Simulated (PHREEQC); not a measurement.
Make-up at 20 °C: 0.0043 mol/kgw KH2PO4, 6.4e-05 mol/kgw K2HPO4 and 0.00029 mol/kgw H4SiO4. Closed to the air; pH follows from the charge balance.

Computed with PHREEQC (ion-association model, phreeqc.dat).

```tsv
quantity	before	after
pH	5.34	5.99
ionic strength (mol/kgw)	0.00450	0.00526
H3PO4 (mol/kgw)	2.50e-6	5.63e-7
H3SiO4- (mol/kgw)	8.51e-9	3.79e-8
SI of Chalcedony (SiO2)	+0.07	+0.07
```

Problem. Which change was made?
(A) H4SiO4 replaced by H2SiF6 at the same molality
(B) temperature from 20 to 70 °C
(C) K2HPO4 from 6.4e-05 to 0.00032 mol/kgw
(D) temperature from 20 to 40 °C
(E) K2HPO4 left out

Solution. C, K2HPO4 from 6.4e-05 to 0.00032 mol/kgw

Precipitation was switched off in this run. Some of these states are supersaturated (in Quartz (slow to form), Chalcedony (slow to form), for instance).
